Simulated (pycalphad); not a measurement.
Computed with pycalphad from the COST 507 light-alloy database (1999), at 1 atm. The database dates from 1999; later assessments differ in places, in temperatures and in the compounds included. Amounts are mole fractions of atoms.

Problem. Give the equilibrium state of Al-0.73Si-15.35Mn (at.%) at 875 K.

Solution. 
```
T = 875.00 K, P = 101325 Pa, N = 1 mol of atoms
G = -47106 J/mol, H = -2405 J/mol, S = 51.09 J/(mol K)  (SER reference)
chemical potentials (J/mol): Al -35202, Si -56696, Mn -111731
phase             fraction      x(Al)      x(Si)      x(Mn)
AL6MN               0.8543     0.8571       none     0.1429
ALMNSI_BETA         0.1076     0.7241     0.0451     0.2308
ALMNSI_ALPHA        0.0381     0.7619     0.0642     0.1739
```

Problem. Give the equilibrium state of Al-0.73Si-15.35Mn (at.%) at 1100 K.

Solution. 
```
T = 1100.00 K, P = 101325 Pa, N = 1 mol of atoms
G = -60399 J/mol, H = 13096 J/mol, S = 66.81 J/(mol K)  (SER reference)
chemical potentials (J/mol): Al -51013, Si -80972, Mn -110734
phase             fraction      x(Al)      x(Si)      x(Mn)
AL4MN               0.5394     0.8000       none     0.2000
LIQUID              0.3608     0.9304     0.0070     0.0626
ALMNSI_BETA         0.0998     0.7214     0.0478     0.2308
```

Database names, with the compositions (at.%) that they take in these runs: AL4MN: Al 80 Mn 20; ALMNSI_BETA: Al 72 Mn 23 Si 4; AL6MN: Al 86 Mn 14; ALMNSI_ALPHA: Al 76-78 Mn 17 Si 4-6. An entry "none" or "no" means that the model of the phase leaves that element out.
